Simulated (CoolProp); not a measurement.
A Linde-Hampson liquefier for CF4 (R14): isothermal reversible compression at 320 K from 1 atm to 10 MPa, throttling to 1 atm, return gas leaving the recuperator 2 K below the feed. Each further row changes one setting.

Model: reference Helmholtz-energy equation of state, Platzer 1990, in CoolProp. This equation is an older, rougher fit; its heat capacities, sound speeds and derivatives of the liquid may be far off and weren't checked against measurements.

| case | liquid yield per pass | compression work (kJ/kg of gas) |
|---|---|---|
| as stated | 0.139 | 131 |
| high pressure 20 MPa | ? | ? |
| warm-end temperature 350 K | ? | ? |
| warm-end gap 7 K | ? | 131 |

Question: What belongs in the gaps?

Answer: 
- high pressure 20 MPa, liquid yield per pass: 0.222
- high pressure 20 MPa, compression work (kJ/kg of gas): 148
- warm-end temperature 350 K, liquid yield per pass: 0.101
- warm-end temperature 350 K, compression work (kJ/kg of gas): 146
- warm-end gap 7 K, liquid yield per pass: 0.126
